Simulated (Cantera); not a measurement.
Charge: 1 mol Si₃N₄, 0.28 mol H₂O, 24 mol H₂, at 1223 K and 5.50 Pa.

Equilibrium computed with Cantera from the NASA thermochemical tables; the gas is ideal and each condensed phase is pure. Candidate condensed phases: H₂O, Si, SiO₂, Si₂N₂O, Si₃N₄; 35 gas species. Mutual solubility and eutectic melting of coexisting phases are not modelled. Kinetics and transport are ignored.

Base state: H₂ 0.996, N₂ 0.00383, H 4.05e-5 (mole fractions); condensed: Si₂N₂O(s) + Si₃N₄(s).

Question: What changes in the equilibrium state with this change: temperature from 1223 K to 1625 K?

Answer: 
```
species          before    after
--------------  -------  -------
H₂                0.996    0.903
N₂              0.00383   0.0747
SiO             2.54e-6   0.0105
Si              2.46e-8  0.00296
SiH             2.36e-9  4.16e-5
H               4.05e-5  0.00904
Si₂N₂O(s), mol    0.280        0
Si₃N₄(s), mol     0.813        0
Si(s), mol            0     2.64
```

Question: What changes in the equilibrium state with this change: temperature from 1223 K to 1748 K?

Answer: 
```json
[
 {"species": "H₂", "before": "0.996", "after": "0.862"},
 {"species": "N₂", "before": "0.00383", "after": "0.0722"},
 {"species": "H", "before": "4.05e-5", "after": "0.0286"},
 {"species": "Si", "before": "2.46e-8", "after": "0.0265"},
 {"species": "SiO", "before": "2.54e-6", "after": "0.0101"},
 {"species": "Si₂", "before": "<1e-9", "after": "0.000136"},
 {"species": "SiH", "before": "2.36e-9", "after": "0.000243"},
 {"species": "Si₂N", "before": "<1e-9", "after": "4.66e-5"},
 {"species": "Si₃", "before": "<1e-9", "after": "3.33e-5"},
 {"species": "Si₂N₂O(s), mol", "before": "0.280", "after": "0"},
 {"species": "Si₃N₄(s), mol", "before": "0.813", "after": "0"},
 {"species": "Si(l), mol", "before": "0", "after": "1.97"}
]
```
The tables' values for SiN are old estimates; treat these amounts as uncertain. Gases not in the tables: Si₂H₆ and higher silanes.

Question: What changes in the equilibrium state with this change: temperature from 1223 K to 1800 K?

Answer: 
```json
[
 {"species": "H₂", "before": "0.996", "after": "0.819"},
 {"species": "N₂", "before": "0.00383", "after": "0.0692"},
 {"species": "Si", "before": "2.46e-8", "after": "0.0577"},
 {"species": "H", "before": "4.05e-5", "after": "0.0437"},
 {"species": "Si₂", "before": "<1e-9", "after": "0.000349"},
 {"species": "SiH", "before": "2.36e-9", "after": "0.000442"},
 {"species": "Si₂N₂O(s), mol", "before": "0.280", "after": "0"},
 {"species": "Si₃N₄(s), mol", "before": "0.813", "after": "0"},
 {"species": "Si(l), mol", "before": "0", "after": "1.01"}
]
```
The tables' values for SiN are old estimates; treat these amounts as uncertain. Gases not in the tables: Si₂H₆ and higher silanes.
